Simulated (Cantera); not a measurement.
Cantera with NASA thermochemical tables; ideal gases at 1 bar, condensed phases pure. Values are per mole of reaction as written; species without (g) are pure solids or liquids, kept so even where they would boil at 1 bar.

Q: Between 900 and 1100 K, where is each reaction favourable under standard conditions?
- 4 Cu + O₂(g) → 2 Cu₂O
- 2 C + O₂(g) → 2 CO(g)
- 1.2 Ti + O₂(g) → 0.4 Ti₃O₅

A: 
- 4 Cu + O₂(g) → 2 Cu₂O: ΔG° is -206 kJ at 900 K and -177 kJ at 1100 K; it stays negative (K > 1). ΔH° is -334 kJ and ΔS° -143 J/K at 1100 K.
- 2 C + O₂(g) → 2 CO(g): ΔG° is -383 kJ at 900 K and -418 kJ at 1100 K; it stays negative (K > 1). ΔH° is -225 kJ and ΔS° 175 J/K at 1100 K.
- 1.2 Ti + O₂(g) → 0.4 Ti₃O₅: ΔG° is -821 kJ at 900 K and -788 kJ at 1100 K; it stays negative (K > 1). ΔH° is -971 kJ and ΔS° -167 J/K at 1100 K.
